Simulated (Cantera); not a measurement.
What does this Cantera script print?

```python
import numpy as np
import cantera as ct

gas_names = """
    CCL4 FeCL2 FeCL3
""".split()
cond_names = """
    C(gr)
""".split()


# ... load() reads the species with a 1 bar reference pressure and builds the phases ...
species = {s.name: s for s in load("nasa_gas.yaml", gas_names) + load("nasa_condensed.yaml", cond_names)}
# Each term lists the table entries of one substance; the one whose range holds T is used.
reactions = {
    'CCl4(g) + 4 FeCl2(g) = 4 FeCl3(g) + C':
        [(-1, ['CCL4']), (-4, ['FeCL2']), (4, ['FeCL3']), (1, ['C(gr)'])],
}


def pick(names, T):
    return next(species[n] for n in names if species[n].thermo.min_temp <= T <= species[n].thermo.max_temp)


results = []
for label, terms in reactions.items():
    print(label)
    print("     T/K   dH/kJ  dS/(J/K)   dG/kJ   log10 K")
    for T in [300, 2075, 2100, 2125, 2150, 2175, 2200, 2225, 2250, 2275, 2300]:
        used = [(nu, pick(names, T)) for nu, names in terms]
        dH = sum(nu * s.thermo.h(T) for nu, s in used) / 1e6
        dS = sum(nu * s.thermo.s(T) for nu, s in used) / 1e3
        dG = dH - T * dS / 1e3
        logK = -dG * 1e6 / (ct.gas_constant * T * np.log(10))
        results.append((label, T, dH, dS, dG, logK, [s.name for _, s in used]))
        print(f"{T:8g} {dH:8.1f} {dS:8.1f} {dG:8.1f} {logK:8.2f}")
```

Output:

```
CCl4(g) + 4 FeCl2(g) = 4 FeCl3(g) + C
     T/K   dH/kJ  dS/(J/K)   dG/kJ   log10 K
     300   -352.7   -124.6   -315.3    54.90
    2075   -361.6   -129.2    -93.5     2.35
    2100   -362.0   -129.4    -90.3     2.25
    2125   -362.3   -129.5    -87.0     2.14
    2150   -362.7   -129.7    -83.8     2.04
    2175   -363.0   -129.9    -80.5     1.93
    2200   -363.4   -130.0    -77.3     1.83
    2225   -363.8   -130.2    -74.0     1.74
    2250   -364.1   -130.4    -70.8     1.64
    2275   -364.5   -130.6    -67.5     1.55
    2300   -364.9   -130.7    -64.2     1.46
```

Standard-state values (1 bar) from the NASA 1993 polynomials, evaluated with Cantera. Condensed species are held in their standard states even where they would react or evaporate.
